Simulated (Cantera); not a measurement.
# Ignition delay

Mixture: CH4 : H2 : O2 : N2 = 1 : 0.82 : 1.42 : 9.36 (molar parts), at 760 Torr, adiabatic and at constant pressure. Ignition delay is the time to a rise of 400 K.

Cantera simulation using GRI-Mech 3.0 (53 species, 325 reactions); the numbers are that mechanism's predictions, not measurements. Below about 1000 K GRI-Mech 3.0 lacks low-temperature oxidation paths. Below about 950 K walls govern HO2 and H2O2 in real vessels.

```csv
T0 (K),delay (ms)
900,244
950,50.9
1000,21.8
1050,12.3
1100,7.43
1150,4.65
1200,2.97
```

```json
{
 "apparent activation energy between 1100 and 1200 K": "100 kJ/mol"
}
```
